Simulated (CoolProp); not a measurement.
Vapour-liquid equilibrium of acetone (1) + n-hexane (2) at 103.95 °C; x and y are mole fractions of (1).

Values from CoolProp's multi-fluid Helmholtz-energy mixture model, Lemmon 2006 and Thol 2019; pair parameters Bell 2016.

| x | bubble pressure, mixture model (MPa) | bubble pressure, Raoult's law (MPa) | y, mixture model | y, Raoult's law |
|---|---|---|---|---|
| 0.05 | 0.3187 | 0.2793 | ___ | 0.074 |
| 0.2 | 0.4050 | 0.3002 | ___ | 0.274 |
| 0.35 | ___ | 0.3211 | 0.517 | 0.449 |
| 0.5 | ___ | 0.3419 | 0.589 | 0.602 |
| 0.65 | 0.4745 | 0.3628 | 0.658 | 0.737 |
| 0.8 | ___ | 0.3837 | ___ | 0.858 |
| 0.95 | ___ | 0.4046 | ___ | 0.966 |

**Question.** Complete the blanks.

**Answer.** 
- 0.05, y, mixture model: 0.171
- 0.2, y, mixture model: 0.409
- 0.35, bubble pressure, mixture model (MPa): 0.4467
- 0.5, bubble pressure, mixture model (MPa): 0.4670
- 0.8, bubble pressure, mixture model (MPa): 0.4678
- 0.8, y, mixture model: 0.749
- 0.95, bubble pressure, mixture model (MPa): 0.4339
- 0.95, y, mixture model: 0.910

The largest gap from Raoult's law is +39.1 % in bubble pressure, at x = 0.35. y crosses x between x = 0.65 and 0.8: the model has an azeotrope there.

Pair parameters are fitted to limited data, so mixtures are less certain than the pure fluids.
